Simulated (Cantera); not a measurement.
Charge: 1 mol SiH4, 0.39 mol Cl2, 3.9 mol N2, equilibrated at 1098.15 K and 0.100 bar.

Cantera equilibrium calculation (NASA polynomials, part measured and part estimated; ideal gas, pure solids and liquids). Candidate condensed phases: NH4Cl, Si, Si3N4; 28 gas species. N2 is the only nitrogen source here; it is nearly inert below about 1500 K, so the nitride shown seldom forms there in practice. The numbers say what is thermodynamically allowed, not how fast it happens.

Base state: N2 0.576, H2 0.288, HCl 0.136, SiCl4 0.000591, SiHCl3 1.82e-5 (mole fractions); condensed: Si3N4(s).

Q: What changes in the equilibrium state with this change: pressure from 0.100 bar to 0.800 bar?

A: 
| species | before | after |
|---|---|---|
| N2 | 0.576 | 0.576 |
| H2 | 0.288 | 0.289 |
| HCl | 0.136 | 0.134 |
| SiCl4 | 0.000591 | 0.00110 |
| NH3 | 3.76e-6 | 3.02e-5 |
| SiHCl3 | 1.82e-5 | 3.46e-5 |
| Si3N4(s), mol | 0.332 | 0.331 |
